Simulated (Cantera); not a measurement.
Feed: 1 mol Si, 2.1 mol N2O, 70 mol H2, held at 32.0 Pa.

Cantera equilibrium calculation (NASA polynomials, part measured and part estimated; ideal gas, pure solids and liquids). Candidate condensed phases: H2O, Si, SiO2, Si2N2O, Si3N4; 35 gas species. The tables hold silica as quartz up to 1696 K and as liquid above; real silica turns to tridymite and cristobalite and melts near 1996 K. Equilibrium is a limit: real reactors are often held back by kinetics, nucleation or transport.

Question: Which condensed phases are stable at each of these points (T (K)): 1173, 1273, 1373, 1473, 1573, 1673, 1773, 1873?

Answer: 
```json
[
 {"T (K)": "1173", "condensed phases": "SiO2(β-quartz)", "Si condensed (%)": "100.0"},
 {"T (K)": "1273", "condensed phases": "SiO2(β-quartz)", "Si condensed (%)": "100.0"},
 {"T (K)": "1373", "condensed phases": "SiO2(β-quartz)", "Si condensed (%)": "99.5"},
 {"T (K)": "1473", "condensed phases": "SiO2(β-quartz)", "Si condensed (%)": "92.9"},
 {"T (K)": "1573", "condensed phases": "SiO2(β-quartz)", "Si condensed (%)": "59.8"},
 {"T (K)": "1673", "condensed phases": "gas only", "Si condensed (%)": "0.0"},
 {"T (K)": "1773", "condensed phases": "gas only", "Si condensed (%)": "0.0"},
 {"T (K)": "1873", "condensed phases": "gas only", "Si condensed (%)": "0.0"}
]
```

From 1173 K to 1573 K the condensed part is SiO2(β-quartz). From 1673 K to 1873 K nothing is condensed.
